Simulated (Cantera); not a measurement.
Feed: 1 mol B2H6, 1.5 mol H2O, 0.38 mol N2, equilibrated at 24.0 Torr.

These are equilibrium values from Cantera (NASA tables, ideal gas, pure condensed phases), not measurements of a reactor. Candidate condensed phases: B, BN, B2O3, B3O3H3, H2O; 39 gas species. The feed counts by its element totals alone. N2 is the only nitrogen source here; it is nearly inert below about 1500 K, so the nitride shown seldom forms there in practice. Mutual solubility and eutectic melting of coexisting phases are not modelled. Kinetics and transport are ignored.

Q: Which condensed phases are stable at each of these points (T (K)): 1323, 1398, 1473, 1548, 1623, 1698, 1773, 1848, 1923?

A: 
| T (K) | condensed phases | B condensed (%) |
|---|---|---|
| 1323 | B(s) + BN(s) + B2O3(l) | 98.6 |
| 1398 | B(s) + BN(s) + B2O3(l) | 97.6 |
| 1473 | B(s) + BN(s) + B2O3(l) | 94.8 |
| 1548 | B(s) + BN(s) + B2O3(l) | 87.4 |
| 1623 | B(s) + BN(s) + B2O3(l) | 67.4 |
| 1698 | BN(s) + B2O3(l) | 48.3 |
| 1773 | BN(s) | 36.2 |
| 1848 | BN(s) | 33.1 |
| 1923 | BN(s) | 29.8 |

From 1323 K to 1623 K the condensed part is B(s) + BN(s) + B2O3(l). At 1698 K the condensed part is BN(s) + B2O3(l). From 1773 K to 1923 K the condensed part is BN(s).
